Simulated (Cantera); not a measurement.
An adiabatic, constant-volume homogeneous reactor starts with 14.1 % H₂, 18.0 % O₂, 67.9 % N₂, equivalence ratio 0.39, at 1748 K and 24.7 atm.

Computed with Cantera and the H2/O2 subset of GRI-Mech 3.0, which has no nitrogen chemistry. The hydrogen kinetics of GRI-Mech 3.0 are dated; newer H2 mechanisms differ, most at raised pressure. The pressure lies above the range GRI-Mech 3.0 was tuned for (to about 10 atm).

Predict: time of steepest temperature rise; temperature at 0.200 s; equilibrium temperature; x(H₂) at 0.200 s; x(O₂) at 0.200 s; x(O) at 0.200 s; x(H₂O₂) at 0.200 s; x(H) at 0.200 s.


```
Property                                                              Result
---------------------------------  -----------------------------------------
time of steepest temperature rise                                   0.338 µs
temperature at 0.200 s                                                2824 K
equilibrium temperature                                               2824 K
x(H₂) at 0.200 s                     0.00164 (gas-phase equilibrium 0.00164)
x(O₂) at 0.200 s                         0.113 (gas-phase equilibrium 0.113)
x(O) at 0.200 s                      0.00328 (gas-phase equilibrium 0.00328)
x(H₂O₂) at 0.200 s                   3.82e-6 (gas-phase equilibrium 3.82e-6)
x(H) at 0.200 s                    0.000591 (gas-phase equilibrium 0.000591)
```
